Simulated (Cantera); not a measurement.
A closed system holds: 1 mol CH3F, 0.38 mol H2, equilibrated at 1648.15 K and 100000 Pa.

Method: chemical equilibrium by Gibbs-energy minimisation in Cantera with the NASA 1993 tables (ideal gas, pure condensed phases). Candidate condensed phases: C, C6H6, C7H8, C8H18; 95 gas species. Kinetics and transport are ignored.

Base state: H2 0.579, HF 0.420, CH4 0.000449, H 6.79e-5, C2H2 (acetylene) 2.59e-5 (mole fractions); condensed: C(graphite).

Task: What changes in the equilibrium state with this change: temperature from 1648.15 K to 2223.15 K?

Result: 
```json
[
 {"species": "H2", "before": "0.579", "after": "0.574"},
 {"species": "HF", "before": "0.420", "after": "0.419"},
 {"species": "H", "before": "6.79e-5", "after": "0.00486"},
 {"species": "C2H2 (acetylene)", "before": "2.59e-5", "after": "0.00167"},
 {"species": "CH3", "before": "1.07e-6", "after": "1.33e-5"},
 {"species": "CH4", "before": "0.000449", "after": "8.25e-5"},
 {"species": "C(graphite), mol", "before": "0.999", "after": "0.992"}
]
```
